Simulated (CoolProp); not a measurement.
Saturation properties of oxygen.

Values from CoolProp's reference Helmholtz-energy equation of state, Schmidt 1985.

```
T (K)  p (MPa)  liquid cp (kJ/(kg K))  liquid conductivity (mW/(m K))
-----  -------  ---------------------  ------------------------------
100.2   0.2583                  1.739                             136
102.6   0.3141                  1.752                             133
105.1   0.3814                  1.768                             129
107.5   0.4555                  1.786                             126
109.9   0.5397                  1.806                             122
112.3   0.6347                  1.829                             119
114.8   0.7461                  1.856                             115
117.2   0.8658                  1.886                             111
119.6   0.9988                  1.921                             108
122.1    1.152                  1.963                             104
124.5    1.315                  2.010                             101
126.9    1.494                  2.065                            97.1
129.3    1.689                  2.132                            93.7
```

It boils at 90.2 K under 1 atm.

Thermal conductivity comes from a separate model (Lemmon 2004).
